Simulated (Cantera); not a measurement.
# Gas activation for diamond growth

A perfectly stirred reactor is fed with 2.81 % CH4, 96.8 % H2, 0.435 % N2, at 135 Torr; it is held at 2325 K, and followed from long to short residence time.

Computed with Cantera and GRI-Mech 3.0 (53 species, 325 reactions). GRI-Mech 3.0 stops at C3 and has no aromatics, soot or wall deposition, so with more carbon than oxygen in the feed, carbon stays in small species such as C2H2 where larger ones or solid carbon would form.

```csv
τ (s),x CH4,x H2,x C2H4,x HCN,x C2H2,x C2H
0.85,0.000167,0.957,3.30e-6,6.86e-5,0.0133,1.68e-5
0.38,0.000246,0.957,3.37e-6,4.35e-5,0.0133,1.65e-5
0.17,0.000374,0.958,3.52e-6,2.75e-5,0.0132,1.61e-5
0.077,0.000581,0.958,3.83e-6,1.72e-5,0.0130,1.54e-5
0.035,0.000925,0.959,4.52e-6,1.04e-5,0.0128,1.44e-5
0.016,0.00150,0.960,6.06e-6,6.07e-6,0.0124,1.30e-5
0.0070,0.00255,0.961,9.80e-6,3.23e-6,0.0118,1.12e-5
```
x: mole fraction; the columns are a selection and need not sum to one.
